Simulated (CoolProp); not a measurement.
Vapour-liquid equilibrium of CH2F2 (R32) (1) + propane (2) at 12.7 bar; x and y are mole fractions of (1).

Values from CoolProp's multi-fluid Helmholtz-energy mixture model, Tillner-Roth 1997 and Lemmon 2009; pair parameters Bell 2016.

| x | bubble temperature (°C) | y at the bubble point | dew temperature at overall composition x (°C) | liquid density (mol/L) |
|---|---|---|---|---|
| 0.05 | 27.0 | 0.205 | 34.4 | 11.19 |
| 0.2 | 12.7 | 0.482 | 27.3 | 12.16 |
| 0.35 | 8.4 | 0.571 | 19.7 | 12.96 |
| 0.5 | 6.9 | 0.615 | 11.8 | 13.89 |
| 0.65 | 6.5 | 0.654 | 6.5 | 15.11 |
| 0.8 | 7.1 | 0.716 | 9.0 | 16.73 |
| 0.95 | 11.3 | 0.883 | 13.2 | 18.64 |

y crosses x between x = 0.65 and 0.8: the model has an azeotrope there.

The pair parameters rest on a limited set of measurements; away from them the model extrapolates. With so large a gap from Raoult's law the liquid may split in two, which this calculation doesn't test in full.
